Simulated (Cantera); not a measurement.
An adiabatic, constant-pressure homogeneous reactor starts with CH4 : H2 : O2 : N2 = 1 : 0.083 : 1.86 : 6.98 (molar parts), equivalence ratio 1.1, at 950 K and 750 Torr. Integrator tolerance rtol = 1e-08.

Detailed kinetics in Cantera: GRI-Mech 3.0 (53 species, 325 reactions). Below about 1000 K GRI-Mech 3.0 lacks low-temperature oxidation paths.

**Question.** What does this change do: pressure from 750 Torr to 1050 Torr?

**Answer.** 
| quantity | before | after |
|---|---|---|
| time of steepest temperature rise | 0.367 s | 0.254 s |
| temperature at 3.00 s | 2541 K | 2557 K |
| equilibrium temperature | 2541 K | 2557 K |
| x(CH4) at 3.00 s | <1e-12 (gas-phase equilibrium <1e-12) | <1e-12 (gas-phase equilibrium <1e-12) |
| x(H2) at 3.00 s | 0.0174 (gas-phase equilibrium 0.0174) | 0.0168 (gas-phase equilibrium 0.0168) |
| x(O2) at 3.00 s | 0.00567 (gas-phase equilibrium 0.00567) | 0.00512 (gas-phase equilibrium 0.00512) |
| x(OH) at 3.00 s | 0.00894 (gas-phase equilibrium 0.00894) | 0.00844 (gas-phase equilibrium 0.00844) |
| x(N2O) at 3.00 s | 1.95e-7 (gas-phase equilibrium 1.95e-7) | 2.26e-7 (gas-phase equilibrium 2.26e-7) |
| x(NO2) at 3.00 s | 5.29e-7 (gas-phase equilibrium 5.29e-7) | 5.71e-7 (gas-phase equilibrium 5.71e-7) |
| x(H2O2) at 3.00 s | 1.04e-7 (gas-phase equilibrium 1.04e-7) | 1.22e-7 (gas-phase equilibrium 1.22e-7) |

**Question.** What does this change do: O2 1.86 to 1.5 parts?

**Answer.** 
```json
[
 {"quantity": "time of steepest temperature rise", "before": "0.367 s", "after": "0.485 s"},
 {"quantity": "temperature at 3.00 s", "before": "2541 K", "after": "2317 K"},
 {"quantity": "equilibrium temperature", "before": "2541 K", "after": "2317 K"},
 {"quantity": "x(CH4) at 3.00 s", "before": "<1e-12 (gas-phase equilibrium <1e-12)", "after": "<1e-12 (gas-phase equilibrium <1e-12)"},
 {"quantity": "x(H2) at 3.00 s", "before": "0.0174 (gas-phase equilibrium 0.0174)", "after": "0.0459 (gas-phase equilibrium 0.0459)"},
 {"quantity": "x(O2) at 3.00 s", "before": "0.00567 (gas-phase equilibrium 0.00567)", "after": "6.32e-5 (gas-phase equilibrium 6.32e-5)"},
 {"quantity": "x(OH) at 3.00 s", "before": "0.00894 (gas-phase equilibrium 0.00894)", "after": "0.00130 (gas-phase equilibrium 0.00130)"},
 {"quantity": "x(N2O) at 3.00 s", "before": "1.95e-7 (gas-phase equilibrium 1.95e-7)", "after": "1.38e-8 (gas-phase equilibrium 1.38e-8)"},
 {"quantity": "x(NO2) at 3.00 s", "before": "5.29e-7 (gas-phase equilibrium 5.29e-7)", "after": "5.02e-9 (gas-phase equilibrium 5.02e-9)"},
 {"quantity": "x(H2O2) at 3.00 s", "before": "1.04e-7 (gas-phase equilibrium 1.04e-7)", "after": "5.83e-9 (gas-phase equilibrium 5.83e-9)"}
]
```

**Question.** What does this change do: pressure from 750 Torr to 7500 Torr?

**Answer.** 
```tsv
quantity	before	after
time of steepest temperature rise	0.367 s	53.9 ms
temperature at 3.00 s	2541 K	2639 K
equilibrium temperature	2541 K	2639 K
x(CH4) at 3.00 s	<1e-12 (gas-phase equilibrium <1e-12)	<1e-12 (gas-phase equilibrium <1e-12)
x(H2) at 3.00 s	0.0174 (gas-phase equilibrium 0.0174)	0.0138 (gas-phase equilibrium 0.0138)
x(O2) at 3.00 s	0.00567 (gas-phase equilibrium 0.00567)	0.00239 (gas-phase equilibrium 0.00239)
x(OH) at 3.00 s	0.00894 (gas-phase equilibrium 0.00894)	0.00551 (gas-phase equilibrium 0.00551)
x(N2O) at 3.00 s	1.95e-7 (gas-phase equilibrium 1.95e-7)	4.77e-7 (gas-phase equilibrium 4.77e-7)
x(NO2) at 3.00 s	5.29e-7 (gas-phase equilibrium 5.29e-7)	7.57e-7 (gas-phase equilibrium 7.57e-7)
x(H2O2) at 3.00 s	1.04e-7 (gas-phase equilibrium 1.04e-7)	2.72e-7 (gas-phase equilibrium 2.72e-7)
```
